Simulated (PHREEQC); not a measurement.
# Leach liquor

Consider water at 20 °C with 1 mol H2SO4 and 0.12 mol ZnSO4 per kg of water. Closed to the air; pH follows from the charge balance.

The numbers come from PHREEQC with the ion-association model, phreeqc.dat.

Each row changes one thing in this solution. This is a speciation only: nothing precipitates in the calculation.

```json
[
 {"case": "as made", "pH": "0.12", "ionic strength (mol/kgw)": "1.38", "HSO4- (mol/kgw)": "0.982", "SO4-2 (mol/kgw)": "0.0952", "Zn+2 (mol/kgw)": "0.0847", "ZnSO4 (mol/kgw)": "0.0277"},
 {"case": "temperature from 20 to 15 °C", "pH": "0.12", "ionic strength (mol/kgw)": "1.39", "HSO4- (mol/kgw)": "[?]", "SO4-2 (mol/kgw)": "0.103", "Zn+2 (mol/kgw)": "0.0829", "ZnSO4 (mol/kgw)": "0.0285"},
 {"case": "temperature from 20 to 90 °C", "pH": "0.19", "ionic strength (mol/kgw)": "1.27", "HSO4- (mol/kgw)": "1.09", "SO4-2 (mol/kgw)": "0.0232", "Zn+2 (mol/kgw)": "0.110", "ZnSO4 (mol/kgw)": "0.00934"},
 {"case": "diluted 5-fold with water", "pH": "0.76", "ionic strength (mol/kgw)": "0.302", "HSO4- (mol/kgw)": "0.179", "SO4-2 (mol/kgw)": "0.0343", "Zn+2 (mol/kgw)": "[?]", "ZnSO4 (mol/kgw)": "0.00711"},
 {"case": "temperature from 20 to 60 °C", "pH": "0.16", "ionic strength (mol/kgw)": "[?]", "HSO4- (mol/kgw)": "1.05", "SO4-2 (mol/kgw)": "0.0454", "Zn+2 (mol/kgw)": "[?]", "ZnSO4 (mol/kgw)": "0.0174"},
 {"case": "ZnSO4 from 0.12 to 0.06 mol/kgw", "pH": "0.11", "ionic strength (mol/kgw)": "1.26", "HSO4- (mol/kgw)": "0.955", "SO4-2 (mol/kgw)": "0.0842", "Zn+2 (mol/kgw)": "0.0428", "ZnSO4 (mol/kgw)": "0.0136"},
 {"case": "0.011 mol/kgw NaHCO3 added", "pH": "0.13", "ionic strength (mol/kgw)": "1.38", "HSO4- (mol/kgw)": "0.980", "SO4-2 (mol/kgw)": "0.0960", "Zn+2 (mol/kgw)": "0.0845", "ZnSO4 (mol/kgw)": "0.0279"},
 {"case": "ZnSO4 from 0.12 to 0.108 mol/kgw", "pH": "0.12", "ionic strength (mol/kgw)": "1.35", "HSO4- (mol/kgw)": "[?]", "SO4-2 (mol/kgw)": "0.0929", "Zn+2 (mol/kgw)": "0.0764", "ZnSO4 (mol/kgw)": "0.0249"}
]
```

### Question
Complete the blanks.

### Answer

- temperature from 20 to 15 °C, HSO4- (mol/kgw): 0.972
- diluted 5-fold with water, Zn+2 (mol/kgw): 0.0150
- temperature from 20 to 60 °C, ionic strength (mol/kgw): 1.30
- temperature from 20 to 60 °C, Zn+2 (mol/kgw): 0.101
- ZnSO4 from 0.12 to 0.108 mol/kgw, HSO4- (mol/kgw): 0.977

The ionic strength passes 0.7 mol/kgw, the rough limit of the ion-association models, in as made; temperature from 20 to 15 °C; temperature from 20 to 90 °C; temperature from 20 to 60 °C; ZnSO4 from 0.12 to 0.06 mol/kgw; 0.011 mol/kgw NaHCO3 added; ZnSO4 from 0.12 to 0.108 mol/kgw. Away from 25 °C the constants follow the database's enthalpies or fits; those with neither stay at their 25 °C values.
